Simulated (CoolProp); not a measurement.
n-perfluorohexane at several states: Z from the reference equation and from simpler models built on Tc = 174.9 °C, pc = 17.42 bar, ω = 0.497; each cubic takes its own stable root.

Computed with CoolProp (reference Helmholtz-energy equation of state, Gao 2022).

| T (°C) | p (bar) | phase | reference |
|---|---|---|---|
| 88.85 | 45.9 | liquid | 0.3413 |
| 119.65 | 39 | liquid | 0.2889 |
| 134.25 | 24.9 | liquid | 0.1896 |
| 0.75 | 1.39 | liquid | 0.01182 |
| -58.15 | 0.266 | liquid | 0.002636 |
| -40.05 | 0.758 | liquid | 0.007115 |

Problem. How far does each simpler model (van der Waals, Soave-Redlich-Kwong, Peng-Robinson) lie from the reference over these 6 states: mean and median of the absolute difference, and the worst?

Solution. 
- van der Waals: mean 7477.9 %, median 74.8 %, worst +36903.0 % at -58.15 °C and 0.266 bar
- Soave-Redlich-Kwong: mean 16.6 %, median 16.4 %, worst +19.8 % at 134.25 °C and 24.9 bar
- Peng-Robinson: mean 3.6 %, median 3.5 %, worst +6.3 % at 134.25 °C and 24.9 bar

At some of these states van der Waals gives the other phase, because its saturation line lies elsewhere.
